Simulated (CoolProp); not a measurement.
Vapour-liquid equilibrium of m-xylene (1) + n-decane (2) at 56.55 °C; x and y are mole fractions of (1).

Model: multi-fluid Helmholtz-energy mixture model, Zhou 2012 and Lemmon 2006; pair parameters Bell 2016, in CoolProp.

| x | bubble pressure, mixture model (MPa) | bubble pressure, Raoult's law (MPa) | y, mixture model | y, Raoult's law |
|---|---|---|---|---|
| 0.05 | 0.001531 | 0.001487 | 0.212 | 0.190 |
| 0.2 | 0.002254 | 0.002144 | 0.545 | 0.527 |
| 0.35 | 0.002916 | 0.002801 | 0.710 | 0.706 |
| 0.5 | 0.003548 | 0.003458 | 0.813 | 0.817 |
| 0.65 | 0.004172 | 0.004115 | 0.886 | 0.892 |
| 0.8 | 0.004799 | 0.004772 | 0.942 | 0.947 |
| 0.95 | 0.005435 | 0.005429 | 0.987 | 0.988 |

The largest gap from Raoult's law is +5.1 % in bubble pressure, at x = 0.2. No azeotrope shows between x = 0.05 and 0.95.

The pair parameters rest on a limited set of measurements; away from them the model extrapolates.
